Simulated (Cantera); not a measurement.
Source: NASA polynomial tables (part measured, part estimated), evaluated in Cantera. Values are per mole of reaction as written; species without (g) are pure solids or liquids, kept so even where they would boil at 1 bar.

Question: Between 1173 and 1673 K, where is each reaction favourable under standard conditions?
- Cl₂(g) + Pb ⇌ PbCl₂(g)

Answer: 
- Cl₂(g) + Pb ⇌ PbCl₂(g): ΔG° is -198 kJ at 1173 K and -203 kJ at 1673 K; it stays negative (K > 1). ΔH° is -190 kJ and ΔS° 7 J/K at 1673 K.
